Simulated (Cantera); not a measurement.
Input (Python, Cantera) and output of one run.

```python
import numpy as np
import cantera as ct

gas_names = """
    C CO CO2 C2 C2O C3 C3O2 C4 C5 Fe FeC5O5 FeO O O2 O3
""".split()
cond_names = """
    C(gr) Fe(a) Fe(c) Fe(d) Fe(L) FeC5O5(L) FeO(s) FeO(L) Fe2O3(s) Fe3O4(s)
""".split()


# ... load() reads the species with a 1 bar reference pressure and builds the phases ...
atoms = {
    'Fe': {'Fe': 1},
    'O2': {'O': 2},
    'CO': {'C': 1, 'O': 1},
}
top_T = {'C(gr)': 4500, 'Fe2O3(s)': 1830, 'Fe3O4(s)': 1870}  # K; cautious upper limits of use, not melting points


# ... equilibrate(T, P, feed) seeds the gas with the atoms and calls Mixture.equilibrate('TP', solver="vcs", rtol=1e-11, max_steps=5000) ...
results = []
feed = {'Fe': 1, 'O2': 0.019, 'CO': 5.1}  # mol
P = 101325  # Pa
for T in [1150, 1250, 1350, 1450, 1550, 1650, 1750, 1850]:
    mix = equilibrate(T, P, feed)
    results.append((T, P, feed, dict(zip(mix.species_names, mix.species_moles))))
    x = sorted(zip(gas.X, gas.species_names), reverse=True)
    print(f"T = {T:g} K  P = {P:g} Pa  gas = {mix.phase_moles(0):.4g} mol")
    print("   x: " + "  ".join(f"{s} {v:.3e}" for v, s in x if v > 1e-06))
    print("   condensed (mol): " + ("  ".join(f"{mix.phase(i).name} {mix.phase_moles(i):.4g}"
          for i in range(1, mix.n_phases) if mix.phase_moles(i) > 1e-12) or "none"))
```

Result:

```
T = 1150 K  P = 101325 Pa  gas = 4.954 mol
   x: CO 9.629e-01  CO2 3.706e-02
   condensed (mol): C(gr) 0.1456  Fe(a) 1
T = 1250 K  P = 101325 Pa  gas = 5.089 mol
   x: CO 9.904e-01  CO2 9.566e-03
   condensed (mol): C(gr) 0.01068  Fe(c) 1
T = 1350 K  P = 101325 Pa  gas = 5.1 mol
   x: CO 9.925e-01  CO2 7.451e-03
   condensed (mol): Fe(c) 1
T = 1450 K  P = 101325 Pa  gas = 5.1 mol
   x: CO 9.925e-01  CO2 7.451e-03
   condensed (mol): Fe(c) 1
T = 1550 K  P = 101325 Pa  gas = 5.1 mol
   x: CO 9.925e-01  CO2 7.451e-03
   condensed (mol): Fe(c) 1
T = 1650 K  P = 101325 Pa  gas = 5.1 mol
   x: CO 9.925e-01  CO2 7.451e-03  Fe 2.666e-06
   condensed (mol): Fe(c) 1
T = 1750 K  P = 101325 Pa  gas = 5.1 mol
   x: CO 9.925e-01  CO2 7.451e-03  Fe 1.375e-05
   condensed (mol): Fe(d) 0.9999
T = 1850 K  P = 101325 Pa  gas = 5.1 mol
   x: CO 9.925e-01  CO2 7.451e-03  Fe 5.777e-05
   condensed (mol): Fe(L) 0.9997
```

Method: chemical equilibrium by Gibbs-energy minimisation in Cantera with the NASA 1993 tables (ideal gas, pure condensed phases). Condensed phases not in the tables: cementite and carbon dissolved in iron.
